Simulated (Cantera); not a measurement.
## Catalytic stagnation flow on Pt

A jet of 2.69 % CH4, 15.5 % O2, 81.8 % N2 at 300 K and 72.0 Torr hits a platinum plate 3.4 cm away at a mass flux of 0.074 kg/m²/s; the plate temperature is set and raised in steps from an oxygen-covered start.

Computed with Cantera and Deutschmann's 1995 Pt surface mechanism with GRI-Mech 3.0 gas chemistry. Catalytic surfaces can have several steady states; this one follows from the mechanism file's or the stated starting coverage.

```tsv
plate T (K)	wall x CH4	wall x O2	wall x H2O	wall x OH	wall x CO	wall x CO2	θ free Pt	θ O*	θ OH*
950	0.0163	0.133	0.0198	7.82e-8	8.19e-6	0.0129	0.250	0.748	0.00103
1000	0.0128	0.125	0.0262	2.21e-7	8.70e-6	0.0172	0.319	0.680	0.00106
1050	0.0101	0.119	0.0313	5.51e-7	9.07e-6	0.0205	0.388	0.611	0.00102
1100	0.00802	0.115	0.0350	1.23e-6	9.49e-6	0.0230	0.455	0.544	0.000947
1150	0.00654	0.112	0.0376	2.50e-6	1.01e-5	0.0247	0.520	0.480	0.000856
1200	0.00545	0.110	0.0394	4.73e-6	1.09e-5	0.0260	0.581	0.419	0.000761
```
x: mole fraction at the wall; θ: surface coverage.
